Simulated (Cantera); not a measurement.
Input: 1 mol SiH₄, 0.0069 mol C₂H₂, 4.2 mol H₂, equilibrated at 1.00 bar.

These are equilibrium values from Cantera (NASA tables, ideal gas, pure condensed phases), not measurements of a reactor. Candidate condensed phases: C, C₆H₆, C₇H₈, C₈H₁₈, Si, SiC; 87 gas species. Mutual solubility and eutectic melting of coexisting phases are not modelled. Gases not in the tables: Si₂H₆ and higher silanes. Equilibrium is a limit: real reactors are often held back by kinetics, nucleation or transport.

Q: At 2350 K, list the 7 most abundant gas species with their mole fractions, and the condensed phases.

A: H₂ 0.985, H 0.0124, Si 0.00144, SiH₂ 0.000566, SiH 0.000480, C₂H₂ (acetylene) 0.000147, Si₂C 0.000136. Condensed: Si(l) + SiC(s).
